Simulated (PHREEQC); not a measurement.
PHREEQC input (Pitzer model, pitzer.dat):

```
SOLUTION 1
  temp 60
  units mol/kgw
  pH 7 charge
  Cl 0.13
  Na 1.35
  S(6) 0.61
END
USE solution 1
INCREMENTAL_REACTIONS false
REACTION 1
  H2O -1
  0 9.886 18.011 24.689 30.178 34.689 38.397 41.444
  43.949 46.007 47.699 49.089 50.232 51.172 51.944 52.578
  53.1 53.528 53.88 54.17 54.408 54.603 54.764 54.896
  55.005 55.094 55.168 55.228 moles
EQUILIBRIUM_PHASES 1
  Halite 0 0
  Mirabilite 0 0
  Thenardite 0 0
SELECTED_OUTPUT 1
  -reset false
  -pH true
  -pe true
  -ionic_strength true
  -water true
  -activities H2O
  -totals Cl Na S
  -molalities H+ Na+ Cl- SO4-2 OH- HSO4-
  -equilibrium_phases Halite Mirabilite Thenardite
PRINT
  -reset false
END
```

Selected output (columns that matter, 10 of 28 rows; water left (kg) added in front):

```
water left (kg)	pH	mu	Cl	Na	S	m_H+	m_Na+	m_Cl-	m_SO4-2	m_OH-	la_H2O	Halite	Thenardite
1	7.0389	1.96	0.13	1.35	0.61	2.2044e-07	1.35	0.13	0.61	1.8635e-06	-0.011741	0	0
0.555203	7.0791	3.5302	0.23415	2.4315	1.0987	1.9811e-07	2.4315	0.23415	1.0987	2.0544e-06	-0.020853	0	0
0.30824	7.1171	6.3587	0.42175	4.3797	1.979	1.3499e-07	4.3797	0.42175	1.979	2.1816e-06	-0.038423	0	0
0.171138	7.1148	8.4506	0.75962	5.887	2.5637	8.6882e-08	5.887	0.75962	2.5637	2.1937e-06	-0.055154	0	0.17126
0.0950203	7.0692	7.8464	1.3681	5.687	2.1594	8.2171e-08	5.687	1.3681	2.1594	2.0423e-06	-0.060414	0	0.40481
0.0527548	6.9705	7.091	2.4642	5.5487	1.5422	7.1842e-08	5.5487	2.4642	1.5422	1.7327e-06	-0.071517	0	0.52864
0.029298	6.7545	6.8024	4.4372	6.014	0.78841	5.4544e-08	6.014	4.4372	0.78841	1.179e-06	-0.09968	0	0.5869
0.0162724	6.5684	7.3611	6.0152	6.9125	0.44864	4.3956e-08	6.9125	6.0152	0.44864	8.42e-07	-0.13097	0.032119	0.6027
0.00902995	6.5684	7.3611	6.0152	6.9125	0.44864	4.3956e-08	6.9125	6.0152	0.44864	8.42e-07	-0.13097	0.075683	0.60595
0.00501239	6.5684	7.3611	6.0152	6.9125	0.44864	4.3956e-08	6.9125	6.0152	0.44864	8.42e-07	-0.13097	0.09985	0.60775
```

Away from 25 °C the constants follow the database's enthalpies or fits; those with neither stay at their 25 °C values.
